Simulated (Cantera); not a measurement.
## Catalytic stagnation flow on Pt

A jet of CH₄ : O₂ : N₂ = 0.068 : 0.21 : 0.79 (molar parts), equivalence ratio 0.65 at 300 K and 39.0 Torr hits a platinum plate 7.5 cm away at a mass flux of 0.081 kg/m²/s; the plate temperature is set and raised in steps from an oxygen-covered start.

Model: Deutschmann's 1995 Pt surface mechanism with GRI-Mech 3.0 gas chemistry, integrated in Cantera. Catalytic surfaces can have several steady states; this one follows from the mechanism file's or the stated starting coverage.

```json
[
 {"plate T (K)": "900", "wall x CH₄": "0.0472", "wall x O₂": "0.161", "wall x H₂O": "0.0312", "wall x OH": "4.46e-8", "wall x CO": "1.84e-5", "wall x CO₂": "0.0205", "θ free Pt": "0.212", "θ O*": "0.787", "θ OH*": "0.00110"},
 {"plate T (K)": "950", "wall x CH₄": "0.0380", "wall x O₂": "0.141", "wall x H₂O": "0.0482", "wall x OH": "1.46e-7", "wall x CO": "2.08e-5", "wall x CO₂": "0.0318", "θ free Pt": "0.285", "θ O*": "0.713", "θ OH*": "0.00123"},
 {"plate T (K)": "1000", "wall x CH₄": "0.0298", "wall x O₂": "0.124", "wall x H₂O": "0.0633", "wall x OH": "4.15e-7", "wall x CO": "2.24e-5", "wall x CO₂": "0.0419", "θ free Pt": "0.362", "θ O*": "0.637", "θ OH*": "0.00125"},
 {"plate T (K)": "1050", "wall x CH₄": "0.0234", "wall x O₂": "0.110", "wall x H₂O": "0.0749", "wall x OH": "1.03e-6", "wall x CO": "2.39e-5", "wall x CO₂": "0.0497", "θ free Pt": "0.438", "θ O*": "0.561", "θ OH*": "0.00119"},
 {"plate T (K)": "1100", "wall x CH₄": "0.0188", "wall x O₂": "0.101", "wall x H₂O": "0.0832", "wall x OH": "2.26e-6", "wall x CO": "2.57e-5", "wall x CO₂": "0.0553", "θ free Pt": "0.511", "θ O*": "0.488", "θ OH*": "0.00108"},
 {"plate T (K)": "1150", "wall x CH₄": "0.0155", "wall x O₂": "0.0938", "wall x H₂O": "0.0891", "wall x OH": "4.57e-6", "wall x CO": "2.82e-5", "wall x CO₂": "0.0593", "θ free Pt": "0.579", "θ O*": "0.420", "θ OH*": "0.000959"},
 {"plate T (K)": "1200", "wall x CH₄": "0.0131", "wall x O₂": "0.0890", "wall x H₂O": "0.0932", "wall x OH": "8.56e-6", "wall x CO": "3.17e-5", "wall x CO₂": "0.0620", "θ free Pt": "0.642", "θ O*": "0.357", "θ OH*": "0.000837"},
 {"plate T (K)": "1250", "wall x CH₄": "0.0114", "wall x O₂": "0.0857", "wall x H₂O": "0.0959", "wall x OH": "1.51e-5", "wall x CO": "3.65e-5", "wall x CO₂": "0.0639", "θ free Pt": "0.699", "θ O*": "0.301", "θ OH*": "0.000722"}
]
```
x: mole fraction at the wall; θ: surface coverage.
